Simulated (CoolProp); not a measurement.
The numbers come from the reference Helmholtz-energy equation of state, McLinden 2020 in CoolProp.

Task: For R1336mzz(Z), give the phase and the Joule-Thomson coefficient (K/MPa), isothermal compressibility (1/MPa), fugacity coefficient at 25.35 °C and 14.2 MPa; 137.25 °C and 14.2 MPa.

Result: 
- 25.35 °C and 14.2 MPa: liquid; Joule-Thomson coefficient -0.316, isothermal compressibility 0.00182, fugacity coefficient 0.00989
- 137.25 °C and 14.2 MPa: liquid; Joule-Thomson coefficient -0.0290, isothermal compressibility 0.00629, fugacity coefficient 0.144
